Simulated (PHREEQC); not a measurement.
## Buffer: speciation

Consider water at 25 °C with 0.014 mol/kgw NaHCO3, 0.0023 mol/kgw NaF and 0.053 mol/kgw LiCl. Closed to the air; pH follows from the charge balance.

The numbers come from PHREEQC with the ion-association model, phreeqc.dat.

This is a speciation only: nothing precipitates in the calculation.

Q: What pH, specific conductance, ionic strength does the model give?

A: pH 8.13; specific conductance 6530 µS/cm; ionic strength 0.0693 mol/kgw.

Q: In which forms is C present?

A: HCO3- 97 %, CO2 1.3 %, CO3-2 1.1 %, NaHCO3 0.6 % of the C.
